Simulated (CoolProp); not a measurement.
Cyclohexane along the isotherm 620 K: fugacity coefficient from the reference equation and from simpler models built on Tc = 553.6 K, pc = 4.081 MPa, ω = 0.209; each cubic takes its own stable root.

Computed with CoolProp (reference Helmholtz-energy equation of state, Zhou 2014).

```tsv
p (MPa)	phase	reference
0.408	gas	0.9765
0.816	gas	0.9532
1.22	gas	0.9304
1.63	gas	0.9074
2.04	gas	0.8848
2.45	gas	0.8623
2.86	gas	0.8400
3.26	gas	0.8185
3.67	gas	0.7967
4.08	gas	0.7751
4.49	supercritical	0.7537
4.9	supercritical	0.7326
5.3	supercritical	0.7121
5.71	supercritical	0.6914
6.12	supercritical	0.6709
```

### Question
How far does each simpler model (Redlich-Kwong, Soave-Redlich-Kwong, Peng-Robinson) lie from the reference over these 15 states: mean and median of the absolute difference, and the worst?

### Answer
- Redlich-Kwong: mean 0.6 %, median 0.6 %, worst -1.3 % at 620 K and 6.12 MPa
- Soave-Redlich-Kwong: mean 0.7 %, median 0.6 %, worst +1.7 % at 620 K and 6.12 MPa
- Peng-Robinson: mean 1.8 %, median 2.0 %, worst -2.6 % at 620 K and 6.12 MPa
